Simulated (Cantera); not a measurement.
## Premixed flame

A freely propagating, adiabatic, planar premixed flame of CH₄ : O₂ : N₂ = 1 : 2.86 : 10.7 (molar parts), equivalence ratio 0.70, unburnt at 423 K and 3.20 bar; mixture-averaged transport, grid criteria slope 0.08 and curve 0.16, no radiation.

Computed with Cantera and GRI-Mech 3.0 (53 species, 325 reactions). Burning velocities carry a grid error of a few per cent, more on coarse grids.

| z (mm) | T (K) | u (m/s) | x CH₄ | x O₂ | x CO₂ | x H₂O₂ | x NO | x CH₂ |
|---|---|---|---|---|---|---|---|---|
| -0.766 | 424 | 0.231 | 0.0686 | 0.196 | 2.28e-6 | 8.33e-8 | <1e-8 | <1e-8 |
| -0.511 | 431 | 0.235 | 0.0681 | 0.196 | 3.66e-5 | 9.14e-7 | <1e-8 | <1e-8 |
| -0.383 | 453 | 0.247 | 0.0668 | 0.194 | 0.000204 | 3.79e-6 | <1e-8 | <1e-8 |
| -0.255 | 562 | 0.308 | 0.0607 | 0.186 | 0.00158 | 1.81e-5 | 4.74e-8 | <1e-8 |
| -0.128 | 960 | 0.530 | 0.0392 | 0.151 | 0.0104 | 5.39e-5 | 6.78e-7 | <1e-8 |
| -0.0639 | 1306 | 0.723 | 0.0202 | 0.118 | 0.0216 | 3.35e-5 | 1.76e-6 | 3.88e-7 |
| 0 | 1643 | 0.909 | 0.00340 | 0.0824 | 0.0383 | 1.99e-6 | 3.16e-6 | 7.72e-6 |
| 0.0639 | 1781 | 0.981 | 9.22e-5 | 0.0668 | 0.0527 | 7.98e-7 | 4.63e-6 | 9.25e-7 |
| 0.128 | 1838 | 1.01 | 1.66e-6 | 0.0627 | 0.0599 | 6.04e-7 | 5.66e-6 | 2.19e-8 |
| 0.255 | 1890 | 1.03 | <1e-8 | 0.0603 | 0.0650 | 3.76e-7 | 6.83e-6 | <1e-8 |
| 0.511 | 1921 | 1.05 | <1e-8 | 0.0594 | 0.0672 | 1.95e-7 | 7.79e-6 | <1e-8 |
| 1.02 | 1932 | 1.05 | <1e-8 | 0.0593 | 0.0679 | 1.08e-7 | 8.44e-6 | <1e-8 |
| 2.04 | 1935 | 1.06 | <1e-8 | 0.0593 | 0.0680 | 9.01e-8 | 9.11e-6 | <1e-8 |
x: mole fraction of selected species; z is measured from the peak of heat release.

```yaml
laminar_burning_velocity: 23.1 cm/s
thermal_thickness: 0.255 mm
peak x(H₂O₂): 5.52e-5
peak x(CH₂): 7.80e-6
grid_points: 133
```
